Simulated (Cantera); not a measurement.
**Ammonia decomposition in nitride growth gas**

An isothermal, constant-pressure homogeneous reactor starts with 5.88 % NH₃, 94.1 % H₂, at 2375 K and 0.380 bar.

Detailed kinetics in Cantera: the gas-phase N/H chemistry of the illustrative SiF4/NH3 mechanism in the Surface Chemkin manual (1991). Walls and surfaces, which speed up NH3 decomposition in real reactors, are not modelled.

| t (s) | x NH₃ | x H₂ | x NH | x N₂ | x H |
|---|---|---|---|---|---|
| 0.000100 | 0.0585 | 0.940 | 8.69e-6 | 8.51e-6 | 0.00144 |
| 0.000278 | 0.0572 | 0.938 | 4.58e-5 | 0.000347 | 0.00335 |
| 0.000774 | 0.0503 | 0.941 | 6.81e-5 | 0.00354 | 0.00439 |
| 0.00215 | 0.0336 | 0.949 | 6.12e-5 | 0.0115 | 0.00512 |
| 0.00599 | 0.00950 | 0.959 | 4.35e-5 | 0.0230 | 0.00815 |
| 0.0167 | 0.000234 | 0.952 | 6.85e-6 | 0.0274 | 0.0203 |
| 0.0464 | 2.46e-5 | 0.950 | 8.86e-7 | 0.0275 | 0.0224 |
| 0.129 | 6.88e-6 | 0.950 | 2.48e-7 | 0.0275 | 0.0224 |
| 0.359 | 2.35e-6 | 0.950 | 8.47e-8 | 0.0275 | 0.0224 |
| 1.00 | 9.92e-7 | 0.950 | 3.57e-8 | 0.0275 | 0.0224 |
x: mole fraction; the columns are a selection and need not sum to one.

Equilibrium at this temperature and pressure: NH₃ 6.98e-7, H₂ 0.950, NH 2.51e-8, N₂ 0.0275, H 0.0224 (gas phase only).
